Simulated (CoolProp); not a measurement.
Ethylbenzene along the isobar 0.391 MPa: fugacity coefficient from the reference equation and from simpler models built on Tc = 617.1 K, pc = 3.622 MPa, ω = 0.304; each cubic takes its own stable root.

Computed with CoolProp (reference Helmholtz-energy equation of state, Zhou 2012).

| T (K) | phase | reference |
|---|---|---|
| 501.8 | gas | 0.9223 |
| 514.9 | gas | 0.9291 |
| 528 | gas | 0.9350 |
| 541.2 | gas | 0.9403 |
| 554.3 | gas | 0.9450 |
| 567.5 | gas | 0.9492 |
| 580.6 | gas | 0.9530 |
| 593.7 | gas | 0.9563 |
| 606.9 | gas | 0.9594 |
| 620 | gas | 0.9622 |

Task: How far does each simpler model (van der Waals, Redlich-Kwong, Soave-Redlich-Kwong, Peng-Robinson) lie from the reference over these 10 states: mean and median of the absolute difference, and the worst?

Result: 
- van der Waals: mean 1.5 %, median 1.3 %, worst +2.8 % at 501.8 K and 0.391 MPa
- Redlich-Kwong: mean 0.6 %, median 0.5 %, worst +1.3 % at 501.8 K and 0.391 MPa
- Soave-Redlich-Kwong: mean 0.3 %, median 0.3 %, worst +0.7 % at 501.8 K and 0.391 MPa
- Peng-Robinson: mean 0.2 %, median 0.2 %, worst -0.2 % at 606.9 K and 0.391 MPa
